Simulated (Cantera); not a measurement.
## Equilibrium for halide evaporation, hydrolysis and transport: FeCl₃ + H₂

Charge: 1 mol FeCl₃, 2.8 mol H₂, held at 698 K and 8.90 mbar.

Equilibrium computed with Cantera from the NASA thermochemical tables; the gas is ideal and each condensed phase is pure. Candidate condensed phases: Fe, FeCl₂, FeCl₃; 11 gas species. Equilibrium is a limit: real reactors are often held back by kinetics, nucleation or transport.

The x(H₂) is 0.697. The x(HCl) comes out as 0.303 and the x(FeCl₂) is 0.000158. The x(Fe₂Cl₄) is 4.64e-6. The n(FeCl₂(s)) comes out as 0.999 mol and the gas amount is 3.301 mol. The log10 activity of Fe(α) (absent) is -1.19.
